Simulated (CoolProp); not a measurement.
Computed with CoolProp (reference Helmholtz-energy equation of state, McLinden 2015).

Task: For the fluoroketone C6F12O (FK-5-1-12), give the phase and the cv (kJ/(kg K)), speed of sound (m/s), Joule-Thomson coefficient (K/MPa), isothermal compressibility (1/MPa) at 312.7 K and 35.2 bar; 442.1 K and 16.5 bar; 205.8 K and 17.2 bar.

Result: 
- 312.7 K and 35.2 bar: liquid; cv 0.894, speed of sound 489, Joule-Thomson coefficient -0.241, isothermal compressibility 0.00327
- 442.1 K and 16.5 bar: gas; cv 1.04, speed of sound 59.9, Joule-Thomson coefficient 20.1, isothermal compressibility 1.53
- 205.8 K and 17.2 bar: liquid; cv 0.890, speed of sound 813, Joule-Thomson coefficient -0.341, isothermal compressibility 0.00101
